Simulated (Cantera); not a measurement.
Cantera run:

```python
import numpy as np
import cantera as ct

gas_names = """
    CS2
""".split()
cond_names = """
    Ni(cr) Ni(L) NiS2(s) NiS2(L) C(gr)
""".split()


def load(file, names, dense=False):
    # The tables refer to 1 bar. Condensed volumes are neglected.
    table = {s.name: s for s in ct.Species.list_from_file(file)}
    out = []
    for n in names:
        d = dict(table[n].input_data)
        d["thermo"] = dict(d["thermo"], **{"reference-pressure": 1e5})
        if dense:
            d["equation-of-state"] = {"model": "constant-volume", "density": "1e6 g/cm^3"}
        out.append(ct.Species.from_dict(d))
    return out


species = {s.name: s for s in load("nasa_gas.yaml", gas_names) + load("nasa_condensed.yaml", cond_names)}
# Each term lists the table entries of one substance; the one whose range holds T is used.
reactions = {
    'CS2(g) + Ni = NiS2 + C':
        [(-1, ['CS2']), (-1, ['Ni(cr)', 'Ni(L)']), (1, ['NiS2(s)', 'NiS2(L)']), (1, ['C(gr)'])],
}


def pick(names, T):
    return next(species[n] for n in names if species[n].thermo.min_temp <= T <= species[n].thermo.max_temp)


results = []
for label, terms in reactions.items():
    print(label)
    print("     T/K   dH/kJ  dS/(J/K)   dG/kJ   log10 K")
    for T in [1700, 1750, 1800, 1850, 1900, 1950, 2000, 2050]:
        used = [(nu, pick(names, T)) for nu, names in terms]
        dH = sum(nu * s.thermo.h(T) for nu, s in used) / 1e6
        dS = sum(nu * s.thermo.s(T) for nu, s in used) / 1e3
        dG = dH - T * dS / 1e3
        logK = -dG * 1e6 / (ct.gas_constant * T * np.log(10))
        results.append((label, T, dH, dS, dG, logK, [s.name for _, s in used]))
        print(f"{T:8g} {dH:8.1f} {dS:8.1f} {dG:8.1f} {logK:8.2f}")
```

It prints:

```
CS2(g) + Ni = NiS2 + C
     T/K   dH/kJ  dS/(J/K)   dG/kJ   log10 K
    1700   -164.1   -119.7     39.5    -1.21
    1750   -180.5   -129.2     45.7    -1.36
    1800   -179.8   -128.8     52.1    -1.51
    1850   -179.0   -128.4     58.6    -1.65
    1900   -178.3   -128.0     65.0    -1.79
    1950   -177.6   -127.7     71.4    -1.91
    2000   -176.9   -127.3     77.7    -2.03
    2050   -176.2   -127.0     84.1    -2.14
```

Standard-state values (1 bar) from the NASA 1993 polynomials, evaluated with Cantera. Condensed species are held in their standard states even where they would react or evaporate.
